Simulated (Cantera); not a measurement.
FeCl2 + HCl + H2 (halide evaporation, hydrolysis and transport)

Feed: 1 mol FeCl2, 4.2 mol HCl, 0.17 mol H2, equilibrated at 1125 °C.

Equilibrium computed with Cantera from the NASA thermochemical tables; the gas is ideal and each condensed phase is pure. Candidate condensed phases: Fe, FeCl2, FeCl3; 11 gas species. Equilibrium is a limit: real reactors are often held back by kinetics, nucleation or transport.

From 1.00e-6 bar to 1.00 bar nothing is condensed. The main Fe-bearing gas is FeCl2 throughout.

| P (Pa) | x HCl | x FeCl2 | x H2 | x Cl | x Fe2Cl4 | x H | x FeCl3 | x Fe |
|---|---|---|---|---|---|---|---|---|
| 0.100 | 0.761 | 0.184 | 0.0382 | 0.0152 | 3.03e-9 | 0.000927 | 6.43e-7 | 0.000289 |
| 1.60 | 0.776 | 0.186 | 0.0335 | 0.00414 | 4.92e-8 | 0.000217 | 2.82e-6 | 1.54e-5 |
| 25 | 0.781 | 0.186 | 0.0322 | 0.00108 | 7.72e-7 | 5.38e-5 | 1.15e-5 | 9.34e-7 |
| 400 | 0.782 | 0.186 | 0.0318 | 0.000271 | 1.24e-5 | 1.34e-5 | 4.62e-5 | 5.76e-8 |
| 6300 | 0.782 | 0.186 | 0.0318 | 6.83e-5 | 0.000194 | 3.37e-6 | 0.000183 | 3.64e-9 |
| 100000 | 0.784 | 0.180 | 0.0321 | 1.71e-5 | 0.00290 | 8.50e-7 | 0.000707 | 2.24e-10 |
x: gas mole fraction; nothing condenses.
